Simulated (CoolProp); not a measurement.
Values from CoolProp's reference Helmholtz-energy equation of state, Lemmon 2006. It is a short technical equation, of lower accuracy than the large ones.

Task: For neopentane, give the phase and the density (kg/m³), cv (kJ/(kg K)), Joule-Thomson coefficient (K/MPa), isothermal compressibility (1/MPa) at 157.85 °C and 2.11 MPa.

Result: 
- 157.85 °C and 2.11 MPa: gas; density 59.7, cv 2.28, Joule-Thomson coefficient 12.4, isothermal compressibility 0.739
